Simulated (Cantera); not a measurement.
Hydrocarbon pyrolysis for carbon deposition

An isothermal, constant-pressure homogeneous reactor starts with 15.1 % CH4, 84.5 % N2, 0.437 % H2O, at 1323 K and 0.490 bar.

Model: GRI-Mech 3.0 (53 species, 325 reactions), integrated in Cantera. GRI-Mech 3.0 stops at C3 and has no aromatics, soot or wall deposition, so with more carbon than oxygen in the feed, carbon stays in small species such as C2H2 where larger ones or solid carbon would form.

| t (s) | x CH4 | x C2H2 | x CH3 | x C2H | x CH2 |
|---|---|---|---|---|---|
| 3.00e-5 | 0.151 | <1e-12 | 2.52e-8 | <1e-12 | <1e-12 |
| 8.63e-5 | 0.151 | <1e-12 | 7.34e-8 | <1e-12 | <1e-12 |
| 0.000248 | 0.151 | <1e-12 | 2.12e-7 | <1e-12 | <1e-12 |
| 0.000715 | 0.151 | <1e-12 | 6.09e-7 | <1e-12 | <1e-12 |
| 0.00206 | 0.151 | <1e-12 | 1.71e-6 | <1e-12 | <1e-12 |
| 0.00592 | 0.151 | 2.60e-11 | 4.10e-6 | <1e-12 | 3.60e-12 |
| 0.0170 | 0.151 | 1.12e-9 | 6.06e-6 | <1e-12 | 7.86e-12 |
| 0.0490 | 0.151 | 2.26e-8 | 7.39e-6 | <1e-12 | 1.16e-11 |
| 0.141 | 0.151 | 4.33e-7 | 1.00e-5 | <1e-12 | 2.13e-11 |
| 0.406 | 0.150 | 9.94e-6 | 1.39e-5 | <1e-12 | 4.10e-11 |
| 1.17 | 0.149 | 0.000177 | 1.60e-5 | <1e-12 | 5.51e-11 |
| 3.36 | 0.146 | 0.00139 | 1.50e-5 | 4.09e-12 | 4.95e-11 |
| 9.66 | 0.137 | 0.00515 | 1.27e-5 | 1.32e-11 | 3.82e-11 |
| 27.8 | 0.119 | 0.0131 | 9.72e-6 | 2.95e-11 | 2.69e-11 |
| 80.0 | 0.0848 | 0.0263 | 6.76e-6 | 5.76e-11 | 1.89e-11 |
x: mole fraction; the columns are a selection and need not sum to one.

Equilibrium at this temperature and pressure: CH4 0.0323, C2H2 0.0207, CH3 3.68e-6, C2H 6.43e-11, CH2 1.35e-11 (gas phase only).
